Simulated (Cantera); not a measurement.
Source: NASA polynomial tables (part measured, part estimated), evaluated in Cantera. Values are per mole of reaction as written; species without (g) are pure solids or liquids, kept so even where they would boil at 1 bar. TaC: taken at fixed stoichiometry.

3 C₂H₂(g) + 6 Ta + 2 N(g) → 6 TaC + 2 NH₃(g)

| T (K) | ΔH° (kJ) | ΔS° (J/K) | ΔG° (kJ) | log10 K |
|---|---|---|---|---|
| 300 | -2586.5 | -518.6 | -2430.9 | 423.25 |
| 1923 | -2576.6 | -522.3 | -1572.3 | 42.71 |
| 2073 | -2572.5 | -520.2 | -1494.1 | 37.65 |
| 2223 | ? | ? | ? | ? |
| 2373 | ? | ? | ? | ? |
| 2523 | -2558.8 | -514.2 | -1261.4 | 26.11 |
| 2673 | ? | ? | ? | ? |
| 2823 | -2550.2 | -511.0 | -1107.6 | 20.49 |
| 2973 | -2546.7 | -509.8 | -1031.0 | 18.11 |

Q: Some entries are withheld; supply them.

A: 
- 2223, ΔH° (kJ): -2568.1
- 2223, ΔS° (J/K): -518.2
- 2223, ΔG° (kJ): -1416.2
- 2223, log10 K: 33.28
- 2373, ΔH° (kJ): -2563.5
- 2373, ΔS° (J/K): -516.2
- 2373, ΔG° (kJ): -1338.6
- 2373, log10 K: 29.47
- 2673, ΔH° (kJ): -2554.3
- 2673, ΔS° (J/K): -512.5
- 2673, ΔG° (kJ): -1184.3
- 2673, log10 K: 23.14
